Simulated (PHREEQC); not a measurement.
A solution holds 0.0016 mol ZnSO4, 0.00042 mol HCl and 0.033 mol Na2SO4 per kg of water, at 70 °C. Closed to the air; pH follows from the charge balance.

Model: ion-association model, wateq4f.dat, run in PHREEQC.

Q: The ionic strength comes out as 0.0934 mol/kgw. What activity coefficients do H+, SO4-2, NaSO4-, HSO4-, Na+ get?

A: H+ 0.81, SO4-2 0.35, NaSO4- 0.78, HSO4- 0.76, Na+ 0.77.

This is a speciation only: nothing precipitates in the calculation. Constants without temperature data keep their 25 °C values here.
